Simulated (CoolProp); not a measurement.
Vapour pressure (bar) of CF4 (R14): the reference equation beside estimates from Tc = 227.4 K, pc = 37.62 bar, ω = 0.178. Clausius-Clapeyron is anchored at 183 K with a constant enthalpy of vaporisation of 9.522 kJ/mol.

Values from CoolProp's reference Helmholtz-energy equation of state, Platzer 1990. This equation is an older, rougher fit; its heat capacities, sound speeds and derivatives of the liquid may be far off and weren't checked against measurements.

```json
[
 {"T (K)": "161.4", "reference": "2.805", "Clausius-Clapeyron": "3.464", "van der Waals": "8.092", "Redlich-Kwong": "3.694", "Peng-Robinson": "2.818"},
 {"T (K)": "168.6", "reference": "4.107", "Clausius-Clapeyron": "4.690", "van der Waals": "10.05", "Redlich-Kwong": "5.249", "Peng-Robinson": "4.126"},
 {"T (K)": "175.8", "reference": "5.816", "Clausius-Clapeyron": "6.194", "van der Waals": "12.29", "Redlich-Kwong": "7.218", "Peng-Robinson": "5.845"},
 {"T (K)": "183", "reference": "8.004", "Clausius-Clapeyron": "8.004", "van der Waals": "___", "Redlich-Kwong": "9.651", "Peng-Robinson": "8.053"},
 {"T (K)": "190.2", "reference": "10.75", "Clausius-Clapeyron": "10.14", "van der Waals": "___", "Redlich-Kwong": "12.60", "Peng-Robinson": "10.83"},
 {"T (K)": "197.4", "reference": "14.13", "Clausius-Clapeyron": "12.64", "van der Waals": "20.83", "Redlich-Kwong": "16.10", "Peng-Robinson": "14.25"},
 {"T (K)": "204.6", "reference": "18.24", "Clausius-Clapeyron": "15.50", "van der Waals": "24.31", "Redlich-Kwong": "20.20", "Peng-Robinson": "___"},
 {"T (K)": "211.8", "reference": "23.19", "Clausius-Clapeyron": "18.75", "van der Waals": "___", "Redlich-Kwong": "24.95", "Peng-Robinson": "23.42"}
]
```

Task: Complete the blanks.

Result: 
- 183, van der Waals: 14.82
- 190.2, van der Waals: 17.67
- 204.6, Peng-Robinson: 18.42
- 211.8, van der Waals: 28.14

Absolute difference from the reference over all 8 rows, mean and median: Clausius-Clapeyron 11.8 and 12.4 %, van der Waals 87.0 and 74.8 %, Redlich-Kwong 19.2 and 18.9 %, Peng-Robinson 0.7 and 0.7 %.
